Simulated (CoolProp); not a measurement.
Vapour-liquid equilibrium of cyclohexane (1) + p-xylene (2) at 1.21 MPa; x and y are mole fractions of (1).

Model: multi-fluid Helmholtz-energy mixture model, Zhou 2014 and Zhou 2012; pair parameters Bell 2016, in CoolProp.

```
x      bubble temperature, mixture model (K)  bubble temperature, Raoult's law (K)  y, mixture model  y, Raoult's law
-----  -------------------------------------  ------------------------------------  ----------------  ---------------
0.05                                   530.5                                 530.7             0.107            0.126
0.125                                    [?]                                 523.1               [?]            0.285
0.2                                    515.1                                 516.1             0.368            0.416
0.275                                    [?]                                 509.6             0.471            0.524
0.35                                   502.4                                 503.7             0.558            0.614
0.425                                  496.9                                 498.2             0.633            0.689
0.5                                    491.9                                 493.1             0.698            0.753
0.575                                  487.3                                 488.3             0.755            0.807
0.65                                   483.1                                 483.9             0.807            0.854
0.725                                    [?]                                 479.7             0.854            0.894
0.8                                    475.5                                 475.8             0.897            0.928
0.875                                  472.0                                 472.2             0.937            0.958
0.95                                   468.7                                 468.7             0.975            0.984
```

### Question
Fill in the missing entries.

### Answer

- 0.125, bubble temperature, mixture model (K): 522.4
- 0.125, y, mixture model: 0.248
- 0.275, bubble temperature, mixture model (K): 508.4
- 0.725, bubble temperature, mixture model (K): 479.2

The largest gap from Raoult's law is -1.3 K in bubble temperature, at x = 0.35. No azeotrope shows between x = 0.05 and 0.95.

Pair parameters are fitted to limited data, so mixtures are less certain than the pure fluids.
